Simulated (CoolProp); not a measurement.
Ammonia at 597.9 K and 9.95 MPa is throttled through a valve to 0.656 MPa with no heat exchange. Each further row changes one setting.

The numbers come from the reference Helmholtz-energy equation of state, Gao 2020 in CoolProp.

```tsv
case	temperature change (K)	final density (kg/m³)
as stated	?	?
outlet pressure 0.197 MPa	-34.8	?
outlet pressure 0.853 MPa	?	?
```

Some entries are withheld; supply them.


- as stated, temperature change (K): -32.9
- as stated, final density (kg/m³): 2.39
- outlet pressure 0.197 MPa, final density (kg/m³): 0.718
- outlet pressure 0.853 MPa, temperature change (K): -32.2
- outlet pressure 0.853 MPa, final density (kg/m³): 3.11
